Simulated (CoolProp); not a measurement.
Vapour-liquid equilibrium of R143a (1) + fluoroethane (R161) (2) at 386 kPa; x and y are mole fractions of (1).

Values from CoolProp's multi-fluid Helmholtz-energy mixture model, Lemmon and Jacobsen 2000 and Wu 2012; pair parameters Bell 2016.

Give the bubble temperature and the first vapour's composition at x = 0.05, 0.55, 0.65. Is there an azeotrope?

x = 0.05: 268.7 K, y = 0.071; x = 0.55: 262.8 K, y = 0.627; x = 0.65: 261.9 K, y = 0.717. No azeotrope shows between x = 0.05 and 0.95.

The pair parameters rest on a limited set of measurements; away from them the model extrapolates.
